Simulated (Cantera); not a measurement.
Feed: 1 mol (CH3)2SiCl2, 0.038 mol C2H4, 31 mol H2, held at 0.680 bar.

Cantera equilibrium calculation (NASA polynomials, part measured and part estimated; ideal gas, pure solids and liquids). Candidate condensed phases: C, C6H6, C7H8, C8H18, Si, SiC; 109 gas species. The feed counts by its element totals alone. The numbers say what is thermodynamically allowed, not how fast it happens. All values below are at 1527 °C.

Base state: H2 0.942, HCl 0.0565, CH4 0.000464, H 0.000421, SiCl2 0.000252, C2H2 (acetylene) 0.000165, Cl 1.93e-5 (mole fractions); condensed: C(graphite) + SiC(s).

Question: What changes in the equilibrium state with this change: (CH3)2SiCl2 replaced by CH3SiCl3?

Answer: 
```
species             before     after
----------------  --------  --------
H2                   0.942     0.912
HCl                 0.0565    0.0867
SiCl2             0.000252  0.000614
SiCl3              6.11e-6   2.32e-5
Cl                 1.93e-5   3.02e-5
C(graphite), mol      1.06    0.0720
SiC(s), mol          0.991     0.978
```
The tables' values for SiCl3 are old estimates; treat these amounts as uncertain.
